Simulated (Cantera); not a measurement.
A freely propagating, adiabatic, planar premixed flame of CO : H2 : CH4 : O2 : N2 = 1 : 1.1 : 0.2 : 1.12 : 4.8 (molar parts), unburnt at 450 K and 2250 Torr; mixture-averaged transport, grid criteria slope 0.08 and curve 0.16, no radiation.

Model: GRI-Mech 3.0 (53 species, 325 reactions), integrated in Cantera. Burning velocities carry a grid error of a few per cent, more on coarse grids.

Predict: laminar burning velocity; thermal thickness; peak x(CH2O); peak x(HO2).


* **laminar burning velocity**: 166 cm/s
* **thermal thickness**: 0.105 mm
* **peak x(CH2O)**: 0.000263
* **peak x(HO2)**: 0.000534
